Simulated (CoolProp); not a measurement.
The numbers come from the reference Helmholtz-energy equation of state, Thol 2015 in CoolProp.

Problem. For octamethylcyclotetrasiloxane (D4), give the phase and the cp (kJ/(kg K)), speed of sound (m/s), Joule-Thomson coefficient (K/MPa) at 552.7 K and 5.86 bar; 298.9 K and 0.243 bar; 421.3 K and 0.193 bar.

Solution. 
- 552.7 K and 5.86 bar: gas; cp 2.02, speed of sound 94.8, Joule-Thomson coefficient 16.2
- 298.9 K and 0.243 bar: liquid; cp 1.67, speed of sound 913, Joule-Thomson coefficient -0.403
- 421.3 K and 0.193 bar: gas; cp 1.61, speed of sound 108, Joule-Thomson coefficient 24.7
